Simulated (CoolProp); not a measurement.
Vapour-liquid equilibrium of toluene (1) + n-decane (2) at 5.92 kPa; x and y are mole fractions of (1).

The numbers come from the multi-fluid Helmholtz-energy mixture model, Lemmon 2006 and Lemmon 2006; pair parameters Bell 2016 in CoolProp.

```json
[
 {"x": "0.05", "bubble temperature, mixture model (°C)": "___", "bubble temperature, Raoult's law (°C)": "80.4", "y, mixture model": "0.350", "y, Raoult's law": "0.333"},
 {"x": "0.15", "bubble temperature, mixture model (°C)": "66.7", "bubble temperature, Raoult's law (°C)": "68.7", "y, mixture model": "0.691", "y, Raoult's law": "0.658"},
 {"x": "0.25", "bubble temperature, mixture model (°C)": "57.7", "bubble temperature, Raoult's law (°C)": "60.6", "y, mixture model": "0.829", "y, Raoult's law": "0.801"},
 {"x": "0.35", "bubble temperature, mixture model (°C)": "51.5", "bubble temperature, Raoult's law (°C)": "54.5", "y, mixture model": "0.894", "y, Raoult's law": "0.876"},
 {"x": "0.45", "bubble temperature, mixture model (°C)": "47.0", "bubble temperature, Raoult's law (°C)": "49.6", "y, mixture model": "___", "y, Raoult's law": "0.920"},
 {"x": "0.55", "bubble temperature, mixture model (°C)": "___", "bubble temperature, Raoult's law (°C)": "45.7", "y, mixture model": "0.951", "y, Raoult's law": "0.948"},
 {"x": "0.65", "bubble temperature, mixture model (°C)": "___", "bubble temperature, Raoult's law (°C)": "42.4", "y, mixture model": "0.966", "y, Raoult's law": "0.967"},
 {"x": "0.75", "bubble temperature, mixture model (°C)": "38.7", "bubble temperature, Raoult's law (°C)": "39.6", "y, mixture model": "0.977", "y, Raoult's law": "0.980"},
 {"x": "0.85", "bubble temperature, mixture model (°C)": "36.7", "bubble temperature, Raoult's law (°C)": "37.1", "y, mixture model": "0.987", "y, Raoult's law": "0.990"},
 {"x": "0.95", "bubble temperature, mixture model (°C)": "34.8", "bubble temperature, Raoult's law (°C)": "34.9", "y, mixture model": "___", "y, Raoult's law": "0.997"}
]
```

Fill in the missing entries.


- 0.05, bubble temperature, mixture model (°C): 79.8
- 0.45, y, mixture model: 0.929
- 0.55, bubble temperature, mixture model (°C): 43.6
- 0.65, bubble temperature, mixture model (°C): 41.0
- 0.95, y, mixture model: 0.996

The largest gap from Raoult's law is -3.0 K in bubble temperature, at x = 0.35. No azeotrope shows between x = 0.05 and 0.95.

The pair parameters rest on a limited set of measurements; away from them the model extrapolates.
